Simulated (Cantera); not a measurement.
Input (Python, Cantera):

```python
import numpy as np
import cantera as ct

gas = ct.Solution("gri30.yaml")
gas.TPX = 1573, 920000, {'CO': 1, 'H2': 0.3, 'O2': 1.41, 'N2': 5.31}
reactor = ct.IdealGasReactor(gas, energy="on", clone=False)
net = ct.ReactorNet([reactor])
net.rtol, net.atol = 1e-08, 1e-16
show = ['CO', 'H2', 'O2', 'N2O', 'H', 'NO2']
times = np.geomspace(9e-06, 0.5, 16)

steps = ct.SolutionArray(gas, extra=["t"])
rows = []
print(f"{'t/s':>10s}{'T/K':>9s}{'P/Pa':>11s}" + "".join(f"{s:>11s}" for s in show))
for t in times:
    while net.time < t:
        t_next = net.step()
        steps.append(gas.state, t=t_next)
    rows.append([np.interp(t, steps.t, y) for y in (steps.T, steps.P, *steps(*show).X.T)])
    print(f"{t:10.3e}{rows[-1][0]:9.1f}{rows[-1][1]:11.4g}" + "".join(f"{x:11.3e}" for x in rows[-1][2:]))
rate = np.gradient(steps.T, steps.t)
print("integrator steps:", len(steps.t))
if steps.T.max() > steps.T[0] + 200:
    print(f"time of steepest temperature rise: {steps.t[rate.argmax()]:.4e} s")
gas.TPX = 1573, 920000, {'CO': 1, 'H2': 0.3, 'O2': 1.41, 'N2': 5.31}
gas.equilibrate("UV")
print(f"equilibrium (UV): T = {gas.T:.1f} K  " + "  ".join(f"{s} {gas[s].X[0]:.3e}" for s in show))
```

Result:

```
       t/s      T/K       P/Pa         CO         H2         O2        N2O          H        NO2
 9.000e-06   2618.2  1.444e+06  3.157e-02  1.212e-03  1.096e-01  4.653e-06  1.717e-03  8.155e-07
 1.864e-05   2796.3  1.525e+06  1.730e-02  7.007e-04  1.054e-01  4.611e-06  6.519e-04  1.884e-06
 3.863e-05   2814.9  1.533e+06  1.532e-02  6.436e-04  1.041e-01  4.519e-06  5.647e-04  4.402e-06
 8.002e-05   2810.3   1.53e+06  1.514e-02  6.375e-04  1.027e-01  4.500e-06  5.527e-04  9.404e-06
 1.658e-04   2802.4  1.525e+06  1.486e-02  6.282e-04  1.005e-01  4.496e-06  5.342e-04  1.764e-05
 3.434e-04   2791.9  1.519e+06  1.450e-02  6.161e-04  9.751e-02  4.538e-06  5.106e-04  2.824e-05
 7.114e-04   2783.2  1.514e+06  1.421e-02  6.061e-04  9.504e-02  4.610e-06  4.915e-04  3.688e-05
 1.474e-03   2779.9  1.512e+06  1.410e-02  6.025e-04  9.414e-02  4.644e-06  4.847e-04  4.001e-05
 3.053e-03   2779.7  1.512e+06  1.409e-02  6.022e-04  9.406e-02  4.647e-06  4.841e-04  4.027e-05
 6.325e-03   2779.7  1.512e+06  1.409e-02  6.022e-04  9.406e-02  4.647e-06  4.841e-04  4.027e-05
 1.310e-02   2779.7  1.512e+06  1.409e-02  6.022e-04  9.406e-02  4.647e-06  4.841e-04  4.027e-05
 2.715e-02   2779.7  1.512e+06  1.409e-02  6.022e-04  9.406e-02  4.647e-06  4.841e-04  4.027e-05
 5.624e-02   2779.7  1.512e+06  1.409e-02  6.022e-04  9.406e-02  4.647e-06  4.841e-04  4.027e-05
 1.165e-01   2779.7  1.512e+06  1.409e-02  6.022e-04  9.406e-02  4.647e-06  4.841e-04  4.027e-05
 2.414e-01   2779.7  1.512e+06  1.409e-02  6.022e-04  9.406e-02  4.647e-06  4.841e-04  4.027e-05
 5.000e-01   2779.7  1.512e+06  1.409e-02  6.022e-04  9.406e-02  4.647e-06  4.841e-04  4.027e-05
integrator steps: 1232
time of steepest temperature rise: 2.5505e-06 s
equilibrium (UV): T = 2779.7 K  CO 1.409e-02  H2 6.022e-04  O2 9.406e-02  N2O 4.647e-06  H 4.841e-04  NO2 4.027e-05
```

Cantera simulation using GRI-Mech 3.0 (53 species, 325 reactions); the numbers are that mechanism's predictions, not measurements. The hydrogen kinetics of GRI-Mech 3.0 are dated; newer H2 mechanisms differ, most at raised pressure.
